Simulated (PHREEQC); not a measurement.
0.016 g of hydrous ferric oxide (600 m²/g; 0.2 weak and 0.005 strong sites per Fe, Dzombak-Morel constants, diffuse double layer) in 1 kg of water with 0.001 mol/kgw of an inert sodium salt and 0.00011 mol H3BO3 and 4.8e-06 mol NaF, at 25 °C; the pH is set by adding NaOH or the inert anion's acid. Oxygen alone is held at its pressure in air (log pO2 = -0.68). The system is closed to CO2. No solid was allowed to form.

Equilibrium calculation in PHREEQC: ion-association model, wateq4f.dat.

```csv
pH,B sorbed (%),F sorbed (%),surface charge σ (C/m²),surface potential ψ (mV)
3,0.0,73.4,0.229,229
3.5,0.0,(withheld),0.155,220
4,0.0,72.0,(withheld),204
4.5,0.0,(withheld),(withheld),185
5,0.0,40.5,0.046,165
5.5,0.0,22.8,0.030,142
6,0.0,10.3,(withheld),118
6.5,0.0,4.0,(withheld),92
7,0.0,1.4,0.006,64
7.5,0.0,0.5,0.003,35
8,0.0,0.1,(withheld),6
8.5,0.0,0.0,-0.002,-23
9,0.0,0.0,-0.004,-51
```

Problem. Some entries are withheld; supply them.

Solution. 
- 3.5, F sorbed (%): 77.9
- 4, surface charge σ (C/m²): 0.104
- 4.5, F sorbed (%): 58.7
- 4.5, surface charge σ (C/m²): 0.070
- 6, surface charge σ (C/m²): 0.018
- 6.5, surface charge σ (C/m²): 0.011
- 8, surface charge σ (C/m²): 0.000

Species that the database lacks are ignored. Real BF4- forms and hydrolyses slowly; the run takes it at equilibrium. The oxide is taken as insoluble; below pH 4 it would dissolve.
